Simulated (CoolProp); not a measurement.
A single-stage vapour-compression cycle with the fluid: evaporating at 282.15 K (dew point), condensing at 313.15 K (bubble point), superheat 0 K, subcooling 2 K, compressor efficiency 0.8, no pressure losses. The same conditions are run with several fluids, on thermodynamics alone (safety and materials aside).

Model: reference Helmholtz-energy equation of state of each fluid (R1224YDZ: Akasaka 2023; isobutane: Bücker 2006; n-perfluoropentane: Gao 2022; R125: Lemmon 2005; R134a: Tillner-Roth 1994; R1336mzz(E): Akasaka 2023), in CoolProp.

```
fluid               cooling COP  pressure ratio  discharge temperature (K)  refrigerating effect (kJ/kg)  volumetric capacity (kJ/m³)
------------------  -----------  --------------  -------------------------  ----------------------------  ---------------------------
R1224YDZ                   6.47            3.03                      314.6                           139                          738
isobutane                  6.36            2.49                      314.2                           275                         1570
n-perfluoropentane         5.90            3.27                      313.1                          66.1                          377
R125                       5.44            2.28                        ___                          85.7                         4780
R134a                       ___            2.54                      320.7                           150                         2940
R1336mzz(E)                 ___            3.00                      313.2                           117                          913
```

Problem. Fill in the missing entries.

Solution. 
- R125, discharge temperature (K): 318.0
- R134a, cooling COP: 6.23
- R1336mzz(E), cooling COP: 6.26

The compression ends wet for: n-perfluoropentane; R1336mzz(E).
